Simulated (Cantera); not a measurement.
A Cantera script and what it prints.

```python
import numpy as np
import cantera as ct

gas_names = """
    CL CLO CL2 H HCL HOCL HO2 H2 H2O H2O2 O OH O2 O3 Si SiCL SiCL2 SiCL3 SiCL4 SiH SiHCL3 SiH2 SiH2CL2
    SiH3 SiH3CL SiH4 SiO SiO2 Si2 Si3
""".split()
cond_names = """
    H2O(s) H2O(L) Si(cr) Si(L) SiO2(Lqz) SiO2(hqz) SiO2(L)
""".split()


# ... load() reads the species with a 1 bar reference pressure and builds the phases ...
atoms = {
    'SiCl4': {'Si': 1, 'CL': 4},
    'H2O': {'H': 2, 'O': 1},
    'O2': {'O': 2},
}
top_T = {}  # K; cautious upper limits of use, not melting points


# ... equilibrate(T, P, feed) seeds the gas with the atoms and calls Mixture.equilibrate('TP', solver="vcs", rtol=1e-11, max_steps=5000) ...
results = []
feed = {'SiCl4': 1, 'H2O': 4.1, 'O2': 0.11}  # mol
T = 848.15  # K
P = 100000  # Pa
mix = equilibrate(T, P, feed)
results.append((T, P, feed, dict(zip(mix.species_names, mix.species_moles))))
x = sorted(zip(gas.X, gas.species_names), reverse=True)
print(f"T = {T:g} K  P = {P:g} Pa  gas = {mix.phase_moles(0):.4g} mol")
print("   x: " + "  ".join(f"{s} {v:.3e}" for v, s in x if v > 0.0001))
print("   condensed (mol): " + ("  ".join(f"{mix.phase(i).name} {mix.phase_moles(i):.4g}"
      for i in range(1, mix.n_phases) if mix.phase_moles(i) > 1e-12) or "none"))
```

Output:

```
T = 848.15 K  P = 100000 Pa  gas = 6.106 mol
   x: HCL 5.869e-01  H2O 3.780e-01  CL2 3.409e-02  O2 9.659e-04
   condensed (mol): SiO2(hqz) 1
```

Equilibrium computed with Cantera from the NASA thermochemical tables; the gas is ideal and each condensed phase is pure.
